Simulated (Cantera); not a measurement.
An isothermal plug-flow reactor at 950 K and 1.01 bar (inlet), inlet velocity 0.04 m/s, active area per volume 1600 1/m; feed CH4 : O2 : N2 = 0.0065 : 0.034 : 0.79 (molar parts), equivalence ratio 0.38.

Computed with Cantera and Deutschmann's 1995 Pt surface mechanism with GRI-Mech 3.0 gas chemistry. Catalytic surfaces can have several steady states; this one follows from the mechanism file's or the stated starting coverage. Mass transfer to the wall is taken as infinitely fast.

One state of this run: x CH4 = 0.000329; x O2 = 0.0260; x H2O = 0.0150; x CO2 = 0.00749; x CO = 1.51e-7; θ free Pt = 0.209; θ O* = 0.789; θ OH* = 0.00271. x: gas mole fraction; θ: surface coverage.

### Question
Which value of z (m) does it belong to?
A. 0.0024
B. 0.00024
C. 0.0051
D. 0.0011

### Answer
D, 0.0011
